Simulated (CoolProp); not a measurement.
Vapour-liquid equilibrium of R114 (1) + n-hexane (2) at 0.113 MPa; x and y are mole fractions of (1).

The numbers come from the multi-fluid Helmholtz-energy mixture model, Platzer 1990 and Thol 2019; pair parameters Bell 2016 in CoolProp. This equation is an older, rougher fit; its heat capacities, sound speeds and derivatives of the liquid may be far off and weren't checked against measurements.

| x | bubble temperature, mixture model (K) | bubble temperature, Raoult's law (K) | y, mixture model | y, Raoult's law |
|---|---|---|---|---|
| 0.05 | 332.5 | 336.6 | 0.359 | 0.280 |
| 0.125 | 318.8 | 326.1 | 0.627 | 0.535 |
| 0.2 | 309.7 | 317.9 | 0.754 | 0.684 |
| 0.275 | 303.4 | 311.2 | 0.823 | 0.778 |
| 0.35 | 298.8 | 305.7 | 0.865 | 0.841 |
| 0.425 | 295.2 | 301.0 | 0.893 | 0.884 |
| 0.5 | 292.4 | 297.0 | 0.914 | 0.915 |
| 0.575 | 290.0 | 293.5 | 0.930 | 0.938 |
| 0.65 | 287.9 | 290.5 | 0.944 | 0.956 |
| 0.725 | 286.0 | 287.7 | 0.957 | 0.969 |
| 0.8 | 284.2 | 285.2 | 0.968 | 0.980 |
| 0.875 | 282.5 | 283.0 | 0.980 | 0.989 |
| 0.95 | 280.8 | 280.9 | 0.992 | 0.996 |

The largest gap from Raoult's law is -8.2 K in bubble temperature, at x = 0.2. No azeotrope shows between x = 0.05 and 0.95.

Pair parameters are fitted to limited data, so mixtures are less certain than the pure fluids.
